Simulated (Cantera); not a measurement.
A closed system holds: 1 mol MgO, 1.5 mol CH4, 0.016 mol CO, at 3.70 mbar.

These are equilibrium values from Cantera (NASA tables, ideal gas, pure condensed phases), not measurements of a reactor. Candidate condensed phases: C, C6H6, C7H8, C8H18, H2O, Mg, MgCO3, MgO, Mg(OH)2; 116 gas species. The tables' values for MgH are old estimates; treat these amounts as uncertain. Equilibrium is a limit: real reactors are often held back by kinetics, nucleation or transport. All values below are at 1877 °C.

Base state: H2 0.556, CO 0.197, Mg 0.194, H 0.0517, C2H2 (acetylene) 0.00108, MgH 0.000149 (mole fractions); condensed: C(graphite).

Q: What changes in the equilibrium state with this change: pressure from 3.70 mbar to 1 atm?

A: 
```
species             before     after
----------------  --------  --------
H2                   0.556     0.594
CO                   0.197     0.203
Mg                   0.194     0.197
H                   0.0517   0.00323
CH4                3.35e-7  0.000105
CH3                6.03e-7   1.10e-5
MgH               0.000149   0.00258
C2H2 (acetylene)   0.00108   0.00115
C(graphite), mol     0.489     0.488
```
